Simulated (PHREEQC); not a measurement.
Model water analysis in mg/kgw, 21 °C, pH 6.55, pe -1.9:

```tsv
constituent	mg/kgw
Na	0.57
K	0.0168
Ca	0.574
Mg	0.0804
Cl	1.29
S(6) as SO4	0.156
Alkalinity as HCO3	1.26
Si as SiO2	0.0353
F	0.000358
Fe(2)	0.00297
```

Valence states are taken as typed.

The numbers come from PHREEQC with the ion-association model, phreeqc.dat.

```json
{
  "ionic_strength": "8.00e-5 mol/kgw",
  "charge_balance_error": "0.2 %"
}
```

```csv
species,molality,activity,log γ
Cl-,3.64e-5,3.60e-5,-0.004
Na+,2.48e-5,2.45e-5,-0.004
HCO3-,2.09e-5,2.07e-5,-0.004
Ca+2,1.43e-5,1.37e-5,-0.018
CO2,1.38e-5,1.38e-5,0.000
Mg+2,3.31e-6,3.17e-6,-0.018
SO4-2,1.62e-6,1.55e-6,-0.018
H4SiO4,5.87e-7,5.87e-7,0.000
K+,4.30e-7,4.25e-7,-0.004
H+,2.85e-7,2.82e-7,-0.004
Fe+2,5.30e-8,5.09e-8,-0.018
OH-,2.66e-8,2.63e-8,-0.004
F-,1.88e-8,1.86e-8,-0.004
```

No solid was allowed to form. SiF6-2 is the database's only silicon fluoride. Fluoro complexes past AlF4- and FeF3 are missing from the database.
